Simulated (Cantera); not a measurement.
A closed system holds: 1 mol SiCl4, 0.87 mol Cl2, 60 mol H2, equilibrated at 2.40 Torr.

These are equilibrium values from Cantera (NASA tables, ideal gas, pure condensed phases), not measurements of a reactor. Candidate condensed phases: Si; 19 gas species. Gases not in the tables: Si2H6 and higher silanes. The numbers say what is thermodynamically allowed, not how fast it happens.

Task: Which condensed phases are stable at each of these points (T (°C)): 775, 875, 975, 1075, 1175, 1275, 1375, 1475?

Result: 
```
T (°C)  condensed phases  Si condensed (%)
------  ----------------  ----------------
775                Si(s)               3.2
875                Si(s)              19.2
975                Si(s)              20.7
1075               Si(s)              17.4
1175               Si(s)              13.7
1275               Si(s)              10.2
1375               Si(s)               6.5
1475               Si(l)               6.4
```

From 775 °C to 1375 °C the condensed part is Si(s). At 1475 °C the condensed part is Si(l).
